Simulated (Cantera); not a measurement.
What does this Cantera script print?

```python
import numpy as np
import cantera as ct

gas_names = """
    N NO NO2 NO3 N2 N2O O O2 O3 Si SiN SiO SiO2 Si2 Si2N Si3
""".split()
cond_names = """
    Si(cr) Si(L) SiO2(Lqz) SiO2(hqz) SiO2(L) Si2N2O(s) Si3N4(a)
""".split()


# ... load() reads the species with a 1 bar reference pressure and builds the phases ...
atoms = {
    'Si3N4': {'Si': 3, 'N': 4},
    'N2O': {'N': 2, 'O': 1},
    'N2': {'N': 2},
}
top_T = {'Si2N2O(s)': 2100, 'Si3N4(a)': 2400}  # K; cautious upper limits of use, not melting points


# ... equilibrate(T, P, feed) seeds the gas with the atoms and calls Mixture.equilibrate('TP', solver="vcs", rtol=1e-11, max_steps=5000) ...
results = []
feed = {'Si3N4': 1, 'N2O': 0.025, 'N2': 18}  # mol
T = 1223  # K
P = 9900  # Pa
mix = equilibrate(T, P, feed)
results.append((T, P, feed, dict(zip(mix.species_names, mix.species_moles))))
print(gas.report(threshold=1e-05))
for i in range(1, mix.n_phases):
    print(f"{mix.phase(i).name:16s} {mix.phase_moles(i):12.5e} mol")
```

Result:

```
       temperature   1223 K
          pressure   9900 Pa
           density   0.027274 kg/m^3
  mean mol. weight   28.014 kg/kmol
   phase of matter   gas

                          1 kg             1 kmol
                     ---------------   ---------------
          enthalpy        1.0307e+06        2.8874e+07  J
   internal energy        6.6773e+05        1.8706e+07  J
           entropy            9070.1        2.5409e+05  J/K
    Gibbs function       -1.0062e+07       -2.8188e+08  J
 heat capacity c_p            1204.3             33737  J/K
 heat capacity c_v            907.49             25422  J/K

                      mass frac. Y      mole frac. X     chem. pot. / RT
                     ---------------   ---------------   ---------------
                N2                 1                 1            -27.72
     [  +15 minor]        2.8556e-11        1.8147e-11

Si(cr)            0.00000e+00 mol
SiO2(hqz)         0.00000e+00 mol
Si2N2O(s)         2.50000e-02 mol
Si3N4(a)          9.83333e-01 mol
```

Equilibrium computed with Cantera from the NASA thermochemical tables; the gas is ideal and each condensed phase is pure. Mutual solubility and eutectic melting of coexisting phases are not modelled.
